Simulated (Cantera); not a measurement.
Input (Python, Cantera) and output of one run.

```python
import numpy as np
import cantera as ct

gas_names = """
    CL CLO CL2 Fe FeCL FeCL2 FeCL3 FeO Fe(OH)2 Fe2CL4 Fe2CL6 H HCL HNO HNO2 HNO3 HOCL HO2 H2 H2O H2O2 N
    NH NH2 NH3 NH2OH NO NO2 NO3 N2 N2H2 N2H4 N2O O OH O2 O3
""".split()
cond_names = """
    Fe(a) Fe(c) Fe(d) Fe(L) FeCL2(s) FeCL2(L) FeCL3(s) FeCL3(L) FeO(s) FeO(L) Fe(OH)2(s) Fe(OH)3(s)
    Fe2O3(s) Fe3O4(s) H2O(s) H2O(L) NH4CL(a) NH4CL(b)
""".split()


# ... load() reads the species with a 1 bar reference pressure and builds the phases ...
atoms = {
    'Fe3O4': {'Fe': 3, 'O': 4},
    'HCl': {'H': 1, 'CL': 1},
    'N2': {'N': 2},
}
top_T = {'Fe2O3(s)': 1830, 'Fe3O4(s)': 1870}  # K; cautious upper limits of use, not melting points


# ... equilibrate(T, P, feed) seeds the gas with the atoms and calls Mixture.equilibrate('TP', solver="vcs", rtol=1e-11, max_steps=5000) ...
results = []
feed = {'Fe3O4': 1, 'HCl': 0.011, 'N2': 7.2}  # mol
P = 1000  # Pa
for T in [1323, 1373, 1423, 1473, 1523, 1573, 1623, 1673]:
    mix = equilibrate(T, P, feed)
    results.append((T, P, feed, dict(zip(mix.species_names, mix.species_moles))))

top = {s: max(r[3][s] / sum(r[3][g] for g in gas_names) for r in results) for s in gas_names}
cols = sorted((s for s in top if top[s] > 0.0001), key=lambda s: -top[s])[:7]
seen = [c for c in cond_names if any(r[3].get(c, 0) > 1e-12 for r in results)]
print("log10 of partial pressures in bar; condensed amounts in mol")
print(f"{'T/K':>10s}" + "".join(f"{s[:9]:>10s}" for s in cols + seen))
for T, P, feed, n in results:
    ng = sum(n[g] for g in gas_names)
    print(f"{T:10.4g}" + "".join(f"{np.log10(max(n[s] / ng * P / 1e5, 1e-99)):10.3f}" for s in cols)
          + "".join(f"{n.get(c, 0):10.4g}" for c in seen))
```

Result:

```
log10 of partial pressures in bar; condensed amounts in mol
       T/K        N2       HCL       H2O     FeCL2        CL        O2    FeO(s)    FeO(L)  Fe3O4(s)
      1323    -2.001    -4.970    -5.646    -5.701    -6.270    -6.761         0         0    0.9995
      1373    -2.001    -5.003    -5.575    -5.631    -6.189    -6.713         0         0    0.9994
      1423    -2.001    -5.040    -5.515    -5.571    -6.119    -6.677         0         0    0.9994
      1473    -2.001    -5.079    -5.463    -5.520    -6.058    -6.651         0         0    0.9993
      1523    -2.001    -5.120    -5.420    -5.477    -6.004    -6.634         0         0    0.9992
      1573    -2.001    -5.162    -5.385    -5.440    -5.956    -6.621         0         0    0.9991
      1623    -2.001    -5.202    -5.358    -5.416    -5.886    -6.518  0.000442         0    0.9989
      1673    -2.001    -5.227    -5.343    -5.444    -5.672    -5.903         0  0.006608    0.9969
```

Equilibrium computed with Cantera from the NASA thermochemical tables; the gas is ideal and each condensed phase is pure. Mutual solubility and eutectic melting of coexisting phases are not modelled. The tables' stoichiometric FeO is somewhat more stable than real wüstite, so its field is too wide. FeO: taken at fixed stoichiometry.
